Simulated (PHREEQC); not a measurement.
Dissolve 0.016 mol/kgw NH4HF2 at 25 °C. Closed to the air; pH follows from the charge balance.

Equilibrium calculation in PHREEQC: ion-association model, wateq4f.dat.

This is a speciation only: nothing precipitates in the calculation.

Question: Predict the pH, ionic strength.

Answer: pH 3.19; ionic strength 0.0167 mol/kgw.

Question: In which forms is F present?

Answer: F- 50 %, HF 42 %, HF2- 5.2 %, H2F2 3.0 % of the F.
